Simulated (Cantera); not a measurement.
Charge: 1 mol Si3N4, a varied amount of CO2, 3.4 mol N2, 0.0014 mol O2, held at 1552 °C and 1.10 bar.

Equilibrium computed with Cantera from the NASA thermochemical tables; the gas is ideal and each condensed phase is pure. Candidate condensed phases: C, Si, SiC, SiO2, Si2N2O, Si3N4; 34 gas species. Mutual solubility and eutectic melting of coexisting phases are not modelled. The tables hold silica as quartz up to 1696 K and as liquid above; real silica turns to tridymite and cristobalite and melts near 1996 K. Kinetics and transport are ignored.

### Question
Which condensed phases are stable at each of these points (n(CO2) (mol)): 0.34, 0.47, 0.63, 0.86, 1.2, 1.6, 2.1?

### Answer
```tsv
n(CO2) (mol)	condensed phases	Si condensed (%)
0.34	SiC(s) + Si2N2O(s) + Si3N4(s)	100.0
0.47	SiC(s) + Si2N2O(s) + Si3N4(s)	100.0
0.63	SiC(s) + Si2N2O(s)	100.0
0.86	C(graphite) + Si2N2O(s)	100.0
1.2	C(graphite) + Si2N2O(s)	99.9
1.6	SiO2(condensed) + Si2N2O(s)	99.5
2.1	SiO2(condensed) + Si2N2O(s)	99.4
```

From 0.34 mol CO2 to 0.47 mol CO2 the condensed part is SiC(s) + Si2N2O(s) + Si3N4(s). At 0.63 mol CO2 the condensed part is SiC(s) + Si2N2O(s). From 0.86 mol CO2 to 1.2 mol CO2 the condensed part is C(graphite) + Si2N2O(s). From 1.6 mol CO2 to 2.1 mol CO2 the condensed part is SiO2(condensed) + Si2N2O(s).
